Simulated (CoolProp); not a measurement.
A single-stage vapour-compression cycle with ethanol: evaporating at 304.15 K (dew point), condensing at 348.15 K (bubble point), superheat 2 K, subcooling 5 K, compressor efficiency 0.6, no pressure losses. Each further row changes one setting.

Computed with CoolProp (reference Helmholtz-energy equation of state, Schroeder 2014).

```
case                              cooling COP  pressure ratio  discharge temperature (K)  refrigerating effect (kJ/kg)  volumetric capacity (kJ/m³)
--------------------------------  -----------  --------------  -------------------------  ----------------------------  ---------------------------
as stated                                3.79            7.99                      436.3                           813                          164
evaporating temperature 309.15 K         4.40            6.10                 (withheld)                           820                          214
condensing temperature 343.15 K          4.32            6.51                      423.6                           827                          167
subcooling 10 K                          3.85            7.99                      436.3                           827                          167
superheat 12 K                           3.74            7.99                      447.4                           828                          162
compressor efficiency 0.5          (withheld)            7.99                 (withheld)                           813                          164
```

Problem. Complete the blanks.

Solution. 
- evaporating temperature 309.15 K, discharge temperature (K): 425.0
- compressor efficiency 0.5, cooling COP: 3.15
- compressor efficiency 0.5, discharge temperature (K): 458.4
